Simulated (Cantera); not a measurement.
Charge: 1 mol C2H6, 0.033 mol O2, 0.76 mol H2, held at 210 Pa.

These are equilibrium values from Cantera (NASA tables, ideal gas, pure condensed phases), not measurements of a reactor. Candidate condensed phases: C, C6H6, C7H8, C8H18, H2O; 110 gas species. Kinetics and transport are ignored.

log p: log10 of the partial pressure in bar; n: condensed amount in mol.

```tsv
T (°C)	log p H2	log p H	log p CO	log p C2H2 (acetylene)	log p CH4	n C(graphite)
977	-2.69	-7.66	-4.44	___	-7.33	1.93
1077	-2.69	-6.97	-4.44	___	-7.61	1.93
1177	-2.69	-6.37	-4.44	___	-7.85	1.93
1277	-2.69	-5.84	-4.44	___	-8.06	1.93
1377	-2.69	-5.38	-4.44	___	-8.25	1.93
1477	-2.69	-4.98	-4.44	___	-8.41	1.93
1577	-2.69	-4.61	-4.44	___	-8.57	1.93
1677	-2.70	-4.29	-4.45	___	-8.71	1.93
1777	-2.71	-4.00	-4.45	___	-8.84	1.93
1877	-2.73	-3.74	-4.46	___	-8.98	1.92
1977	-2.76	-3.51	-4.47	___	-9.14	1.91
```

Q: Complete the blanks.

A: 
- 977, log p C2H2 (acetylene): -9.28
- 1077, log p C2H2 (acetylene): -8.59
- 1177, log p C2H2 (acetylene): -8.00
- 1277, log p C2H2 (acetylene): -7.48
- 1377, log p C2H2 (acetylene): -7.03
- 1477, log p C2H2 (acetylene): -6.63
- 1577, log p C2H2 (acetylene): -6.27
- 1677, log p C2H2 (acetylene): -5.96
- 1777, log p C2H2 (acetylene): -5.68
- 1877, log p C2H2 (acetylene): -5.44
- 1977, log p C2H2 (acetylene): -5.23
